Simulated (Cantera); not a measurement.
Mixture: CH3OH : O2 : N2 = 1 : 0.714 : 2.69 (molar parts), at 5.00 bar, adiabatic and at constant volume. Ignition delay is the time to a rise of 400 K.

Cantera simulation using GRI-Mech 3.0 (53 species, 325 reactions); the numbers are that mechanism's predictions, not measurements. GRI-Mech 3.0 was tuned for natural gas; its chemistry of methanol as a main component is partial and can be far from experiment.

### Question
What does this change do: pressure from 5.00 bar to 10.0 bar?

### Answer
```tsv
quantity	before	after
delay at 1098 K	13.6 ms	8.23 ms
delay at 1298 K	0.448 ms	0.265 ms
delay at 1498 K	39.9 µs	23.0 µs
delay at 1698 K	7.09 µs	3.98 µs
delay at 1898 K	1.98 µs	1.09 µs
apparent activation energy between 1698 and 1898 K	170 kJ/mol	170 kJ/mol
```
